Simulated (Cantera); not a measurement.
Feed: 1 mol CuF₂, 0.89 mol H₂, 21 mol N₂, held at 1102 °C and 10.0 Torr.

These are equilibrium values from Cantera (NASA tables, ideal gas, pure condensed phases), not measurements of a reactor. Candidate condensed phases: Cu, CuF₂; 25 gas species. Kinetics and transport are ignored.

Base state: N₂ 0.913, HF 0.0774, CuF 0.00948, Cu 6.17e-5, CuF₂ 4.03e-5 (mole fractions); condensed: Cu(l).

Q: What changes in the equilibrium state with this change: temperature from 1102 °C to 1802 °C?

A: 
| species | before | after |
|---|---|---|
| N₂ | 0.913 | 0.883 |
| HF | 0.0774 | 0.0745 |
| Cu | 6.17e-5 | 0.0326 |
| H | 4.66e-9 | 0.000194 |
| H₂ | 2.47e-8 | 7.11e-5 |
| F | 1.50e-7 | 0.000112 |
| Cu(l), mol | 0.780 | 0 |
